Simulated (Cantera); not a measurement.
**Reactions in the system Ca-H-S**

Standard-state values (1 bar) from the NASA 1993 polynomials, evaluated with Cantera. Values are per mole of reaction as written; species without (g) are pure solids or liquids, kept so even where they would boil at 1 bar.

2 CaS = S₂(g) + 2 Ca(g)

```
T (K)  ΔH° (kJ)  ΔS° (J/K)  ΔG° (kJ)  log10 K
-----  --------  ---------  --------  -------
1798     1387.2      376.2     710.8   -20.65
1898     1383.9      374.4     673.2   -18.53
1998     1380.5      372.7     635.9   -16.62
2098     1377.0      371.0     598.7   -14.91
2198     1373.6      369.4     561.7   -13.35
2298     1370.1      367.8     524.8   -11.93
2398     1366.6      366.3     488.1   -10.63
```

H₂S(g) + Ca(g) = 2 H(g) + CaS

```csv
T (K),ΔH° (kJ),ΔS° (J/K),ΔG° (kJ),log10 K
1798,-150.8,-19.1,-116.4,3.38
1898,-148.3,-17.8,-114.5,3.15
1998,-145.9,-16.6,-112.8,2.95
2098,-143.5,-15.4,-111.2,2.77
2198,-141.2,-14.3,-109.7,2.61
2298,-138.8,-13.3,-108.3,2.46
2398,-136.5,-12.3,-107.1,2.33
```

Ca(g) + H₂S(g) = CaS + H₂(g)

```tsv
T (K)	ΔH° (kJ)	ΔS° (J/K)	ΔG° (kJ)	log10 K
1798	-603.0	-138.4	-354.1	10.29
1898	-601.3	-137.5	-340.3	9.37
1998	-599.7	-136.7	-326.6	8.54
2098	-598.0	-135.9	-313.0	7.79
2198	-596.3	-135.1	-299.4	7.12
2298	-594.6	-134.3	-286.0	6.50
2398	-592.9	-133.6	-272.6	5.94
```
